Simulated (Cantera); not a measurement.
A Cantera script and what it prints.

```python
import numpy as np
import cantera as ct

gas_names = """
    Mg MgO MgS Mg2 O O2 O3 S SO SO2 SO3 S2 S2O S8
""".split()
cond_names = """
    Mg(cr) Mg(L) MgO(s) MgO(L) MgS(s) MgSO4(s) MgSO4(L) S(cr1) S(cr2) S(L)
""".split()


# ... load() reads the species with a 1 bar reference pressure and builds the phases ...
atoms = {
    'MgO': {'Mg': 1, 'O': 1},
    'SO2': {'S': 1, 'O': 2},
    'O2': {'O': 2},
}
top_T = {'MgS(s)': 2250}  # K; cautious upper limits of use, not melting points


# ... equilibrate(T, P, feed) seeds the gas with the atoms and calls Mixture.equilibrate('TP', solver="vcs", rtol=1e-11, max_steps=5000) ...
results = []
feed = {'MgO': 1, 'SO2': 4.1, 'O2': 6.5}  # mol
P = 770000  # Pa
for T in [925, 1025, 1125, 1225, 1325, 1425, 1525]:
    mix = equilibrate(T, P, feed)
    results.append((T, P, feed, dict(zip(mix.species_names, mix.species_moles))))
    x = sorted(zip(gas.X, gas.species_names), reverse=True)
    print(f"T = {T:g} K  P = {P:g} Pa  gas = {mix.phase_moles(0):.4g} mol")
    print("   x: " + "  ".join(f"{s} {v:.3e}" for v, s in x if v > 1e-05))
    print("   condensed (mol): " + ("  ".join(f"{mix.phase(i).name} {mix.phase_moles(i):.4g}"
          for i in range(1, mix.n_phases) if mix.phase_moles(i) > 1e-12) or "none"))
```

Output:

```
T = 925 K  P = 770000 Pa  gas = 7.69 mol
   x: O2 5.969e-01  SO3 3.666e-01  SO2 3.648e-02
   condensed (mol): MgSO4(s) 1
T = 1025 K  P = 770000 Pa  gas = 7.943 mol
   x: O2 6.097e-01  SO3 2.912e-01  SO2 9.906e-02
   condensed (mol): MgSO4(s) 1
T = 1125 K  P = 770000 Pa  gas = 8.295 mol
   x: O2 6.263e-01  SO3 1.940e-01  SO2 1.797e-01
   condensed (mol): MgSO4(s) 1
T = 1225 K  P = 770000 Pa  gas = 8.606 mol
   x: O2 6.398e-01  SO2 2.454e-01  SO3 1.149e-01
   condensed (mol): MgSO4(s) 1
T = 1325 K  P = 770000 Pa  gas = 8.81 mol
   x: O2 6.481e-01  SO2 2.860e-01  SO3 6.592e-02
   condensed (mol): MgSO4(s) 1
T = 1425 K  P = 770000 Pa  gas = 8.927 mol
   x: O2 6.527e-01  SO2 3.085e-01  SO3 3.871e-02
   condensed (mol): MgSO4(L) 1
T = 1525 K  P = 770000 Pa  gas = 10.46 mol
   x: O2 6.082e-01  SO2 3.657e-01  SO3 2.609e-02
   condensed (mol): MgO(s) 1
```

Equilibrium computed with Cantera from the NASA thermochemical tables; the gas is ideal and each condensed phase is pure.
